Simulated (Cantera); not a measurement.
## Catalytic combustion on Pt

An isothermal plug-flow reactor at 900 K and 1.00 bar (inlet), inlet velocity 1.4 m/s, active area per volume 3100 1/m; feed H2 : O2 : N2 = 0.013 : 0.16 : 0.79 (molar parts), equivalence ratio 0.041.

Model: Deutschmann's 1995 Pt surface mechanism with GRI-Mech 3.0 gas chemistry, integrated in Cantera. Catalytic surfaces can have several steady states; this one follows from the mechanism file's or the stated starting coverage. Mass transfer to the wall is taken as infinitely fast.

```tsv
z (m)	x H2	x O2	x H2O	θ free Pt	θ O*	θ OH*
6.1e-05	0.00663	0.163	0.00692	0.124	0.874	0.00219
0.00013	0.00355	0.162	0.0100	0.104	0.894	0.00219
0.00028	0.00111	0.161	0.0125	0.0916	0.906	0.00218
0.00061	0.000105	0.161	0.0135	0.0870	0.911	0.00217
0.0013	8.47e-7	0.160	0.0136	0.0866	0.911	0.00217
0.0028	2.59e-11	0.160	0.0136	0.0866	0.911	0.00217
0.0061	2.01e-12	0.160	0.0136	0.0866	0.911	0.00217
```
x: gas mole fraction; θ: surface coverage.
